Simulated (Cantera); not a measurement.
A Cantera script and what it prints.

```python
import numpy as np
import cantera as ct

gas_names = """
    H HO2 H2 H2O H2O2 O OH O2 O3 Si SiH SiH2 SiH3 SiH4 SiO SiO2 Si2 Si3
""".split()
cond_names = """
    H2O(s) H2O(L) Si(cr) Si(L) SiO2(Lqz) SiO2(hqz) SiO2(L)
""".split()


# ... load() reads the species with a 1 bar reference pressure and builds the phases ...
atoms = {
    'Si': {'Si': 1},
    'O2': {'O': 2},
    'H2': {'H': 2},
}
top_T = {}  # K; cautious upper limits of use, not melting points


# ... equilibrate(T, P, feed) seeds the gas with the atoms and calls Mixture.equilibrate('TP', solver="vcs", rtol=1e-11, max_steps=5000) ...
results = []
feed = {'Si': 1, 'O2': 0.6, 'H2': 160}  # mol
T = 2098  # K
P = 10000  # Pa
mix = equilibrate(T, P, feed)
results.append((T, P, feed, dict(zip(mix.species_names, mix.species_moles))))
print(gas.report(threshold=1e-06))
for i in range(1, mix.n_phases):
    print(f"{mix.phase(i).name:16s} {mix.phase_moles(i):12.5e} mol")
```

Output:

```
       temperature   2098 K
          pressure   10000 Pa
           density   0.0013105 kg/m^3
  mean mol. weight   2.2861 kg/kmol
   phase of matter   gas

                          1 kg             1 kmol
                     ---------------   ---------------
          enthalpy         2.512e+07        5.7427e+07  J
   internal energy         1.749e+07        3.9983e+07  J
           entropy             92035         2.104e+05  J/K
    Gibbs function       -1.6797e+08       -3.8399e+08  J
 heat capacity c_p             15059             34426  J/K
 heat capacity c_v             11422             26112  J/K

                      mass frac. Y      mole frac. X     chem. pot. / RT
                     ---------------   ---------------   ---------------
                 H          0.004254         0.0096479           -10.977
                H2           0.86681           0.98293           -21.954
               H2O         0.0097339         0.0012352           -50.545
                OH        1.0702e-05        1.4386e-06           -39.568
               SiO           0.11919         0.0061807           -42.978
     [  +13 minor]        6.5697e-06        4.9698e-07

Si(L)             0.00000e+00 mol
SiO2(L)           0.00000e+00 mol
```

Equilibrium computed with Cantera from the NASA thermochemical tables; the gas is ideal and each condensed phase is pure.
